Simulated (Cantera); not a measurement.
An isothermal, constant-pressure homogeneous reactor starts with H₂ : O₂ : N₂ = 0.035 : 1 : 1.2 (molar parts), at 1250 K and 20.0 Torr.

Model: the H2/O2 subset of GRI-Mech 3.0, which has no nitrogen chemistry, integrated in Cantera. Radical loss at walls, strong at low pressure, is not modelled.

One state of this run: x H₂ = 0.000187; x O₂ = 0.435; x OH = 0.00127; x H = 0.00152; x H₂O₂ = 4.68e-8; x O = 0.0108; x H₂O = 0.0141. x: mole fraction; the columns are a selection and need not sum to one.

### Question
Which value of t (s) does it belong to?
(A) 0.0265
(B) 0.00163
(C) 0.107
(D) 0.00656

### Answer
D, 0.00656
